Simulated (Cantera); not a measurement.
A freely propagating, adiabatic, planar premixed flame of 12.8 % CH₄, 18.3 % O₂, 68.8 % N₂, equivalence ratio 1.4, unburnt at 475 K and 101000 Pa; unity-Lewis-number transport, grid criteria slope 0.08 and curve 0.16, no radiation.

Cantera simulation using GRI-Mech 3.0 (53 species, 325 reactions); the numbers are that mechanism's predictions, not measurements. Unity Lewis numbers drop preferential diffusion, which matters most where H2 and H carry the flame. Burning velocities carry a grid error of a few per cent, more on coarse grids.

x: mole fraction of selected species; z is measured from the peak of heat release.

```
z (mm)  T (K)  u (m/s)     x CH₄      x O₂    x HCO    x CH₂    x C₂H₂    x NO₂
------  -----  -------  --------  --------  -------  -------  --------  -------
-2.41     476    0.278     0.128     0.183    <1e-8    <1e-8   8.76e-7  1.29e-8
-1.61     484    0.282     0.128     0.182    <1e-8    <1e-8       ___      ___
-1.20     515    0.301     0.125     0.179    <1e-8    <1e-8   3.04e-5  4.02e-7
-0.803    673    0.396     0.112     0.163    <1e-8    <1e-8  0.000156  1.45e-6
-0.401   1175    0.707    0.0679     0.105  7.80e-8  1.37e-8  0.000590  1.25e-6
-0.201   1564    0.960    0.0323    0.0579  3.06e-6  2.74e-6  0.000989  2.21e-7
0        1906     1.19   0.00536    0.0163  1.33e-5  5.11e-5   0.00125    <1e-8
0.201    2026     1.27  0.000341   0.00248  3.78e-6  1.93e-5  0.000441    <1e-8
0.401    2050     1.29   2.92e-5  0.000477  5.38e-7  2.56e-6  0.000101    <1e-8
0.803    2064     1.30   1.25e-6  0.000125  1.15e-7  1.19e-7   8.58e-6    <1e-8
1.61     2077     1.30   4.38e-8   5.90e-5  7.17e-8    <1e-8   2.85e-7    <1e-8
3.21     2087     1.31     <1e-8       ___      ___    <1e-8     <1e-8    <1e-8
6.42     2094     1.31     <1e-8   8.66e-6  2.80e-8    <1e-8     <1e-8    <1e-8
```

Some entries are withheld; supply them.


- -1.61, x C₂H₂: 6.82e-6
- -1.61, x NO₂: 9.77e-8
- 3.21, x O₂: 2.38e-5
- 3.21, x HCO: 4.58e-8
